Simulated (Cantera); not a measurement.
What does this Cantera script print?

```python
import numpy as np
import cantera as ct

gas_names = [...]  # 123 gases of nasa_gas.yaml made of C, H, O, Si
cond_names = """
    C(gr) C6H6(L) C7H8(L) C8H18(L),n-octa H2O(s) H2O(L) Si(cr) Si(L) SiC(b) SiO2(Lqz) SiO2(hqz) SiO2(L)
""".split()


# ... load() reads the species with a 1 bar reference pressure and builds the phases ...
atoms = {
    'HMDSO': {'Si': 2, 'C': 6, 'H': 18, 'O': 1},
    'H2O': {'H': 2, 'O': 1},
}
top_T = {'C(gr)': 4500, 'SiC(b)': 3050}  # K; cautious upper limits of use, not melting points


# ... equilibrate(T, P, feed) seeds the gas with the atoms and calls Mixture.equilibrate('TP', solver="vcs", rtol=1e-11, max_steps=5000) ...
results = []
feed = {'HMDSO': 1, 'H2O': 0.23}  # mol
P = 18000  # Pa
for T in [1225, 1275, 1325, 1375, 1425, 1475, 1525, 1575, 1625]:
    mix = equilibrate(T, P, feed)
    results.append((T, P, feed, dict(zip(mix.species_names, mix.species_moles))))

top = {s: max(r[3][s] / sum(r[3][g] for g in gas_names) for r in results) for s in gas_names}
cols = sorted((s for s in top if top[s] > 0.0001), key=lambda s: -top[s])[:5]
seen = [c for c in cond_names if any(r[3].get(c, 0) > 1e-12 for r in results)]
print("log10 of partial pressures in bar; condensed amounts in mol")
print(f"{'T/K':>10s}" + "".join(f"{s[:9]:>10s}" for s in cols + seen))
for T, P, feed, n in results:
    ng = sum(n[g] for g in gas_names)
    print(f"{T:10.4g}" + "".join(f"{np.log10(max(n[s] / ng * P / 1e5, 1e-99)):10.3f}" for s in cols)
          + "".join(f"{n.get(c, 0):10.4g}" for c in seen))
```

Result:

```
log10 of partial pressures in bar; condensed amounts in mol
       T/K        H2        CO       CH4       SiO         H     C(gr)    SiC(b) SiO2(hqz)
      1225    -0.746    -3.996    -3.374    -7.319    -6.879     4.586     1.388    0.6124
      1275    -0.746    -3.491    -3.525    -6.682    -6.506     4.575     1.393    0.6067
      1325    -0.748    -3.026    -3.668    -6.095    -6.160     4.531     1.409    0.5907
      1375    -0.751    -2.595    -3.806    -5.551    -5.841     4.409     1.451    0.5488
      1425    -0.761    -2.195    -3.945    -5.047    -5.546       4.1     1.554    0.4451
      1475    -0.783    -1.823    -4.102    -4.577    -5.279      3.35     1.805    0.1938
      1525    -0.799    -1.675    -4.240    -4.338    -5.026     2.772     1.997         0
      1575    -0.799    -1.675    -4.339    -4.253    -4.781     2.774     1.997         0
      1625    -0.799    -1.676    -4.431    -4.174    -4.551     2.775     1.996         0
```

Cantera equilibrium calculation (NASA polynomials, part measured and part estimated; ideal gas, pure solids and liquids). The feed counts by its element totals alone. Mutual solubility and eutectic melting of coexisting phases are not modelled. The tables hold silica as quartz up to 1696 K and as liquid above; real silica turns to tridymite and cristobalite and melts near 1996 K.
